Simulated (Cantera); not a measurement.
An adiabatic, constant-volume homogeneous reactor starts with CH4 : CO : O2 : N2 : H2O = 0.76 : 0.58 : 5.72 : 21.5 : 3.5 (molar parts), equivalence ratio 0.32, at 1223 K and 1.40 bar.

Cantera simulation using GRI-Mech 3.0 (53 species, 325 reactions); the numbers are that mechanism's predictions, not measurements.

x: mole fraction; the columns are a selection and need not sum to one.

```
t (s)     T (K)  P (bar)   x CH4      x CO   x O2    x H2O2      x H2   x C2H
--------  -----  -------  ------  --------  -----  --------  --------  ------
1.00e-6    1223     1.40  0.0237    0.0181  0.178    <1e-12  1.15e-12  <1e-12
5.41e-6    1223     1.40  0.0237    0.0181  0.178  2.04e-12  2.79e-11  <1e-12
2.93e-5    1223     1.40  0.0237    0.0181  0.178  5.40e-11  3.70e-10  <1e-12
0.000159   1223     1.40  0.0237    0.0181  0.178  9.23e-10       ___  <1e-12
0.000860   1223     1.40  0.0237    0.0181  0.178   5.46e-9       ___  <1e-12
0.00465    1224     1.40  0.0236    0.0181  0.178   4.35e-8       ___  <1e-12
0.0252     2016     2.29  <1e-12  0.000120  0.122   1.62e-7   9.68e-5  <1e-12
0.136      2015     2.29  <1e-12  0.000120  0.122   1.62e-7   9.63e-5  <1e-12
0.739      2011     2.28  <1e-12  0.000116  0.122   1.59e-7   9.39e-5  <1e-12
4.00       2002     2.27  <1e-12  0.000109  0.120   1.53e-7   8.88e-5  <1e-12
```

Question: What belongs in the gaps?

Answer: 
- 0.000159, x H2: 4.79e-9
- 0.000860, x H2: 1.45e-7
- 0.00465, x H2: 9.57e-6
